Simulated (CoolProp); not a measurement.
Vapour-liquid equilibrium of cyclohexane (1) + n-nonane (2) at 412.1 K; x and y are mole fractions of (1).

The numbers come from the multi-fluid Helmholtz-energy mixture model, Zhou 2014 and Lemmon 2006; pair parameters Bell 2016 in CoolProp.

| x | bubble pressure (MPa) | y at the bubble point | dew pressure at overall composition x (MPa) | liquid density (mol/L) |
|---|---|---|---|---|
| 0.05 | 0.09116 | 0.227 | 0.07664 | 4.928 |
| 0.2 | 0.1419 | 0.567 | 0.08863 | 5.242 |
| 0.35 | 0.1920 | 0.731 | 0.1049 | 5.596 |
| 0.5 | 0.2441 | 0.833 | 0.1281 | 5.998 |
| 0.65 | 0.2997 | 0.903 | 0.1637 | 6.455 |
| 0.8 | 0.3587 | 0.953 | 0.2247 | 6.978 |
| 0.95 | 0.4199 | 0.990 | 0.3540 | 7.582 |

No azeotrope shows between x = 0.05 and 0.95.

The pair parameters rest on a limited set of measurements; away from them the model extrapolates.
